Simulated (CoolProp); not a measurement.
Vapour-liquid equilibrium of R143a (1) + R152A (2) at 229.7 K; x and y are mole fractions of (1).

Model: multi-fluid Helmholtz-energy mixture model, Lemmon and Jacobsen 2000 and Outcalt 1996; pair parameters Bell 2016, in CoolProp.

| x | bubble pressure (MPa) | y at the bubble point | dew pressure at overall composition x (MPa) | liquid density (mol/L) |
|---|---|---|---|---|
| 0.05 | 0.04516 | 0.168 | 0.04095 | 15.79 |
| 0.125 | 0.05313 | 0.343 | 0.04354 | 15.61 |
| 0.2 | 0.06041 | 0.465 | 0.04645 | 15.44 |
| 0.275 | 0.06715 | 0.557 | 0.04975 | 15.27 |
| 0.35 | 0.07345 | 0.631 | 0.05352 | 15.10 |
| 0.425 | 0.07943 | 0.692 | 0.05784 | 14.94 |
| 0.5 | 0.08515 | 0.744 | 0.06282 | 14.78 |
| 0.575 | 0.09068 | 0.791 | 0.06858 | 14.62 |
| 0.65 | 0.09609 | 0.833 | 0.07526 | 14.46 |
| 0.725 | 0.1014 | 0.872 | 0.08299 | 14.30 |
| 0.8 | 0.1067 | 0.908 | 0.09186 | 14.15 |
| 0.875 | 0.1120 | 0.944 | 0.1019 | 14.00 |
| 0.95 | 0.1173 | 0.978 | 0.1130 | 13.85 |

No azeotrope shows between x = 0.05 and 0.95.

Pair parameters are fitted to limited data, so mixtures are less certain than the pure fluids.
